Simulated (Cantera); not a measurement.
## Adiabatic ignition

An adiabatic, constant-pressure homogeneous reactor starts with C3H8 : O2 : N2 = 1 : 9.43 : 35.5 (molar parts), at 1425 K and 760 Torr.

Cantera simulation using GRI-Mech 3.0 (53 species, 325 reactions); the numbers are that mechanism's predictions, not measurements. GRI-Mech 3.0 was tuned for natural gas; its chemistry of propane as a main component is partial and can be far from experiment.

| t (s) | T (K) | x C3H8 | x O2 | x C2H2 | x CO2 | x CO |
|---|---|---|---|---|---|---|
| 2.00e-6 | 1425 | 0.0217 | 0.205 | 8.49e-11 | 1.09e-9 | 7.04e-9 |
| 9.28e-6 | 1423 | 0.0215 | 0.205 | 1.46e-8 | 1.70e-7 | 9.13e-7 |
| 4.31e-5 | 1422 | 0.0195 | 0.204 | 2.08e-6 | 1.38e-5 | 0.000113 |
| 0.000200 | 2089 | <1e-12 | 0.0946 | <1e-12 | 0.0403 | 0.0215 |
| 0.000928 | 2430 | <1e-12 | 0.0930 | <1e-12 | 0.0575 | 0.00591 |
| 0.00431 | 2441 | <1e-12 | 0.0921 | <1e-12 | 0.0583 | 0.00513 |
| 0.0200 | 2432 | <1e-12 | 0.0895 | <1e-12 | 0.0585 | 0.00497 |
| 0.0928 | 2424 | <1e-12 | 0.0871 | <1e-12 | 0.0587 | 0.00483 |
| 0.431 | 2424 | <1e-12 | 0.0871 | <1e-12 | 0.0587 | 0.00483 |
| 2.00 | 2424 | <1e-12 | 0.0871 | <1e-12 | 0.0587 | 0.00483 |
x: mole fraction; the columns are a selection and need not sum to one.

```yaml
time_of_steepest_temperature_rise: 0.159 ms
temperature at 2.00 s: 2424 K
equilibrium_temperature: 2424 K
x(C3H8) at 2.00 s: <1e-12 (gas-phase equilibrium <1e-12)
x(O2) at 2.00 s: 0.0871 (gas-phase equilibrium 0.0871)
x(C2H2) at 2.00 s: <1e-12 (gas-phase equilibrium <1e-12)
```
